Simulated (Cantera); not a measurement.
An adiabatic, constant-volume homogeneous reactor starts with 41.9 % H₂, 11.7 % O₂, 43.6 % N₂, 2.85 % H₂O, at 1600 K and 405 Torr.

Cantera simulation using the H2/O2 subset of GRI-Mech 3.0, which has no nitrogen chemistry; the numbers are that mechanism's predictions, not measurements.

Predict: time of steepest temperature rise; temperature at 3.00 s; equilibrium temperature; x(H₂) at 3.00 s; x(O₂) at 3.00 s; x(H₂O) at 3.00 s; x(H) at 3.00 s; x(H₂O₂) at 3.00 s; x(OH) at 3.00 s.


```
Quantity                                                            Result
---------------------------------  ---------------------------------------
time of steepest temperature rise                                  19.1 µs
temperature at 3.00 s                                               2906 K
equilibrium temperature                                             2906 K
x(H₂) at 3.00 s                        0.193 (gas-phase equilibrium 0.193)
x(O₂) at 3.00 s                    0.00201 (gas-phase equilibrium 0.00201)
x(H₂O) at 3.00 s                       0.253 (gas-phase equilibrium 0.253)
x(H) at 3.00 s                       0.0544 (gas-phase equilibrium 0.0544)
x(H₂O₂) at 3.00 s                  1.62e-7 (gas-phase equilibrium 1.62e-7)
x(OH) at 3.00 s                      0.0220 (gas-phase equilibrium 0.0220)
```
